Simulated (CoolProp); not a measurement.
Saturation properties of R1132(E) (Tc = 348.8 K, pc = 5.174 MPa, ω = 0.245).

Computed with CoolProp (reference Helmholtz-energy equation of state, Akasaka 2024).

```tsv
T (K)	p (MPa)	vapour density (kg/m³)	liquid cp (kJ/(kg K))
247.8	0.3393	11.44	1.671
250.8	0.3804	12.76	1.677
253.7	0.4236	14.15	1.683
256.6	0.4704	15.65	1.690
259.6	0.5229	?	1.698
262.5	0.5777	19.10	1.706
265.4	0.6366	21.01	1.716
268.4	?	23.13	1.727
271.3	0.7703	25.35	1.738
274.2	0.8433	27.75	1.751
277.2	?	30.41	?
280.1	1.007	33.19	1.781
```

What belongs in the gaps?


- 259.6, vapour density (kg/m³): 17.34
- 268.4, p (MPa): 0.7022
- 277.2, p (MPa): 0.9240
- 277.2, liquid cp (kJ/(kg K)): 1.766
